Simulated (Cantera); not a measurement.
An adiabatic, constant-pressure homogeneous reactor starts with 8.11 % CH4, 19.3 % O2, 72.6 % N2, equivalence ratio 0.84, at 1523 K and 0.960 bar.

Cantera simulation using GRI-Mech 3.0 (53 species, 325 reactions); the numbers are that mechanism's predictions, not measurements.

x: mole fraction; the columns are a selection and need not sum to one.

| t (s) | T (K) | x CH4 | x O2 | x C2H2 | x H2O | x H | x CH2O | x CH3 |
|---|---|---|---|---|---|---|---|---|
| 1.00e-6 | 1523 | 0.0811 | 0.193 | <1e-12 | 7.81e-9 | 1.29e-8 | 4.00e-10 | 1.45e-7 |
| 3.35e-6 | 1523 | 0.0811 | 0.193 | <1e-12 | (withheld) | (withheld) | (withheld) | (withheld) |
| 1.12e-5 | 1523 | 0.0811 | 0.193 | <1e-12 | 4.01e-7 | 1.59e-8 | 7.28e-8 | 2.12e-6 |
| 3.76e-5 | 1523 | 0.0811 | 0.193 | <1e-12 | 2.79e-6 | 2.29e-8 | 1.00e-6 | 8.55e-6 |
| 0.000126 | 1523 | 0.0810 | 0.193 | 9.08e-11 | 3.24e-5 | 6.99e-8 | 1.79e-5 | 4.59e-5 |
| 0.000422 | 1526 | 0.0800 | 0.192 | (withheld) | (withheld) | (withheld) | (withheld) | (withheld) |
| 0.00141 | 2690 | <1e-12 | 0.0401 | <1e-12 | 0.134 | 0.00600 | 1.01e-10 | <1e-12 |
| 0.00474 | 2688 | <1e-12 | 0.0365 | <1e-12 | 0.135 | 0.00561 | 1.02e-10 | <1e-12 |
| 0.0159 | 2685 | <1e-12 | 0.0354 | <1e-12 | 0.135 | 0.00555 | 1.02e-10 | <1e-12 |
| 0.0532 | 2685 | <1e-12 | 0.0354 | <1e-12 | 0.135 | 0.00555 | 1.02e-10 | <1e-12 |
| 0.178 | 2685 | <1e-12 | 0.0354 | <1e-12 | 0.135 | 0.00555 | 1.02e-10 | <1e-12 |
| 0.597 | 2685 | <1e-12 | 0.0354 | <1e-12 | 0.135 | 0.00555 | 1.02e-10 | <1e-12 |
| 2.00 | 2685 | <1e-12 | 0.0354 | <1e-12 | 0.135 | 0.00555 | 1.02e-10 | <1e-12 |

Complete the blanks.


- 3.35e-6, x H2O: 7.29e-8
- 3.35e-6, x H: 1.43e-8
- 3.35e-6, x CH2O: 5.56e-9
- 3.35e-6, x CH3: 5.70e-7
- 0.000422, x C2H2: 7.27e-8
- 0.000422, x H2O: 0.000695
- 0.000422, x H: 7.81e-7
- 0.000422, x CH2O: 0.000398
- 0.000422, x CH3: 0.000286
